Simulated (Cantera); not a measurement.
Charge: 1 mol LiOH, 1.7 mol H2O, 0.062 mol H2, at 2075 K and 0.570 Torr.

Cantera equilibrium calculation (NASA polynomials, part measured and part estimated; ideal gas, pure solids and liquids). Candidate condensed phases: H2O, Li, LiH, LiOH, Li2O; 17 gas species. The numbers say what is thermodynamically allowed, not how fast it happens.

Base state: H2O 0.537, LiOH 0.226, Li 0.0928, H2 0.0523, O2 0.0344, OH 0.0259, H 0.0221, O 0.00784 (mole fractions); condensed: gas only.

Problem. What changes in the equilibrium state with this change: temperature from 2075 K to 1123.15 K?

Solution. 
| species | before | after |
|---|---|---|
| H2O | 0.537 | 0.964 |
| H2 | 0.0523 | 0.0273 |
| LiOH | 0.226 | 0.00873 |
| Li | 0.0928 | 1.29e-6 |
| O2 | 0.0344 | <1e-9 |
| OH | 0.0259 | 4.66e-8 |
| H | 0.0221 | 2.56e-7 |
| O | 0.00784 | <1e-9 |
| LiO | 0.000801 | <1e-9 |
| LiH | 2.33e-5 | <1e-9 |
| Li2O | 0.000618 | 4.30e-8 |
| Li2(OH)2 | 2.10e-7 | 5.66e-5 |
| Li2O(s), mol | 0 | 0.490 |

Problem. What changes in the equilibrium state with this change: pressure from 0.570 Torr to 10.0 Torr?

Solution. 
| species | before | after |
|---|---|---|
| H2O | 0.537 | 0.597 |
| LiOH | 0.226 | 0.328 |
| H2 | 0.0523 | 0.0297 |
| Li | 0.0928 | 0.0218 |
| H | 0.0221 | 0.00397 |
| O2 | 0.0344 | 0.00754 |
| OH | 0.0259 | 0.00913 |
| O | 0.00784 | 0.000877 |
| LiO | 0.000801 | 0.000368 |
| Li2O | 0.000618 | 0.00117 |
| LiH | 2.33e-5 | 1.73e-5 |
